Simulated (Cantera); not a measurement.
Input: 1 mol Hg, 0.29 mol H2, 0.17 mol N2, equilibrated at 100000 Pa.

Cantera equilibrium calculation (NASA polynomials, part measured and part estimated; ideal gas, pure solids and liquids). Candidate condensed phases: Hg; 10 gas species. Rates play no part.

x: gas mole fraction; n: condensed amount in mol.

```json
[
 {"T (K)": "573", "x Hg": "0.325", "x H2": "0.418", "x N2": "0.248", "x NH3": "0.00909", "x H": "<1e-12", "n Hg(l)": "0.782"},
 {"T (K)": "673", "x Hg": "0.685", "x H2": "0.198", "x N2": "0.116", "x NH3": "0.000405", "x H": "<1e-12", "n Hg(l)": "0"},
 {"T (K)": "773", "x Hg": "0.685", "x H2": "0.198", "x N2": "0.116", "x NH3": "0.000119", "x H": "<1e-12", "n Hg(l)": "0"},
 {"T (K)": "873", "x Hg": "0.685", "x H2": "0.199", "x N2": "0.116", "x NH3": "4.58e-5", "x H": "2.08e-11", "n Hg(l)": "0"},
 {"T (K)": "973", "x Hg": "0.685", "x H2": "0.199", "x N2": "0.116", "x NH3": "2.11e-5", "x H": "4.82e-10", "n Hg(l)": "0"},
 {"T (K)": "1073", "x Hg": "0.685", "x H2": "0.199", "x N2": "0.116", "x NH3": "1.12e-5", "x H": "6.24e-9", "n Hg(l)": "0"},
 {"T (K)": "1173", "x Hg": "0.685", "x H2": "0.199", "x N2": "0.116", "x NH3": "6.57e-6", "x H": "5.25e-8", "n Hg(l)": "0"},
 {"T (K)": "1273", "x Hg": "0.685", "x H2": "0.199", "x N2": "0.116", "x NH3": "…", "x H": "…", "n Hg(l)": "0"},
 {"T (K)": "1373", "x Hg": "0.685", "x H2": "0.199", "x N2": "0.116", "x NH3": "…", "x H": "…", "n Hg(l)": "0"},
 {"T (K)": "1473", "x Hg": "0.685", "x H2": "0.199", "x N2": "0.116", "x NH3": "2.03e-6", "x H": "5.64e-6", "n Hg(l)": "0"},
 {"T (K)": "1573", "x Hg": "0.685", "x H2": "0.199", "x N2": "0.116", "x NH3": "1.52e-6", "x H": "1.81e-5", "n Hg(l)": "0"}
]
```

**Question.** Some entries are withheld; supply them.

**Answer.** 
- 1273, x NH3: 4.18e-6
- 1273, x H: 3.18e-7
- 1373, x NH3: 2.84e-6
- 1373, x H: 1.48e-6
